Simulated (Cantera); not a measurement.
Stirred combustor or abatement burner

A perfectly stirred reactor is fed with 3.22 % C₂H₆, 11.3 % O₂, 81.0 % N₂, 4.50 % H₂O, at 1430 Torr; it is adiabatic with a 725 K inlet, and is followed from long to short residence time, starting on the burning branch (τ in s: 0.042, 0.017, 0.0069, 0.0028, 0.0011, 0.00046, 0.00018, 7.4e-05, 3e-05, 1.2e-05).

Detailed kinetics in Cantera: GRI-Mech 3.0 (53 species, 325 reactions).

| τ (s) | T (K) | x C₂H₆ | x O₂ | x H₂O | x H₂ | x HCO | x CH₂CO |
|---|---|---|---|---|---|---|---|
| 0.042 | 1888 | 1.14e-6 | 0.00319 | 0.135 | 0.00244 | 2.77e-8 | 8.51e-7 |
| 0.017 | 1871 | 2.27e-6 | 0.00412 | 0.134 | 0.00314 | 6.89e-8 | 1.40e-6 |
| 0.0069 | 1849 | 4.48e-6 | 0.00529 | 0.133 | 0.00399 | 1.75e-7 | 2.32e-6 |
| 0.0028 | 1821 | 8.90e-6 | 0.00675 | 0.131 | 0.00498 | 4.49e-7 | 3.91e-6 |
| 0.0011 | 1786 | 1.89e-5 | 0.00869 | 0.129 | 0.00608 | 1.18e-6 | 6.99e-6 |
| 0.00046 | 1743 | 4.18e-5 | 0.0113 | 0.127 | 0.00709 | 2.88e-6 | 1.32e-5 |
| 0.00018 | 1647 | 0.000175 | 0.0191 | 0.124 | 0.00839 | 7.97e-6 | 5.02e-5 |
| 7.4e-5 | 725 | 0.0322 | 0.113 | 0.0450 | <1e-12 | <1e-12 | <1e-12 |
| 3.0e-5 | 725 | 0.0322 | 0.113 | 0.0450 | <1e-12 | <1e-12 | <1e-12 |
| 1.2e-5 | 725 | 0.0322 | 0.113 | 0.0450 | <1e-12 | <1e-12 | <1e-12 |
x: mole fraction; the columns are a selection and need not sum to one.
